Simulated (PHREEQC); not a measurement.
## Silver or lead bath (model solution)

Dissolve 0.0046 mol PbCl2 and 0.038 mol NaNO3 per kg of water at 25 °C. Closed to the air; pH follows from the charge balance.

Computed with PHREEQC (ion-association model, phreeqc.dat).

Each row changes one thing in this solution. No solid was allowed to form.

```json
[
 {"case": "as made", "pH": "5.23", "ionic strength (mol/kgw)": "0.0491", "Cl- (mol/kgw)": "0.00868", "Pb+2 (mol/kgw)": "0.00327", "PbNO3+ (mol/kgw)": "0.000807", "PbCl+ (mol/kgw)": "0.000512", "SI of Pb(OH)2 (Pb(OH)2)": "-0.52", "SI of Halite (NaCl)": "-5.22"},
 {"case": "diluted 2-fold with water", "pH": "5.33", "ionic strength (mol/kgw)": "0.0250", "Cl- (mol/kgw)": "0.00442", "Pb+2 (mol/kgw)": "0.00184", "PbNO3+ (mol/kgw)": "0.000276", "PbCl+ (mol/kgw)": "0.000176", "SI of Pb(OH)2 (Pb(OH)2)": "-0.48", "SI of Halite (NaCl)": "-5.78"},
 {"case": "temperature from 25 to 15 °C", "pH": "5.22", "ionic strength (mol/kgw)": "0.0493", "Cl- (mol/kgw)": "0.00878", "Pb+2 (mol/kgw)": "0.00334", "PbNO3+ (mol/kgw)": "0.000834", "PbCl+ (mol/kgw)": "0.000414", "SI of Pb(OH)2 (Pb(OH)2)": "-0.88", "SI of Halite (NaCl)": "-5.21"},
 {"case": "NaNO3 from 0.038 to 0.057 mol/kgw", "pH": "5.26", "ionic strength (mol/kgw)": "0.0678", "Cl- (mol/kgw)": "0.00875", "Pb+2 (mol/kgw)": "0.00310", "PbNO3+ (mol/kgw)": "0.00104", "PbCl+ (mol/kgw)": "0.000445", "SI of Pb(OH)2 (Pb(OH)2)": "-0.53", "SI of Halite (NaCl)": "-5.07"},
 {"case": "PbCl2 from 0.0046 to 0.00506 mol/kgw", "pH": "5.21", "ionic strength (mol/kgw)": "0.0502", "Cl- (mol/kgw)": "0.00950", "Pb+2 (mol/kgw)": "0.00357", "PbNO3+ (mol/kgw)": "0.000873", "PbCl+ (mol/kgw)": "0.000607", "SI of Pb(OH)2 (Pb(OH)2)": "-0.53", "SI of Halite (NaCl)": "-5.19"},
 {"case": "temperature from 25 to 60 °C", "pH": "5.26", "ionic strength (mol/kgw)": "0.0486", "Cl- (mol/kgw)": "0.00827", "Pb+2 (mol/kgw)": "0.00297", "PbNO3+ (mol/kgw)": "0.000699", "PbCl+ (mol/kgw)": "0.000917", "SI of Pb(OH)2 (Pb(OH)2)": "+0.55", "SI of Halite (NaCl)": "-5.28"}
]
```

Some of these states are supersaturated (in Pb(OH)2, for instance). At this temperature some constants are extrapolated from 25 °C, and those without enthalpy data are left unchanged.
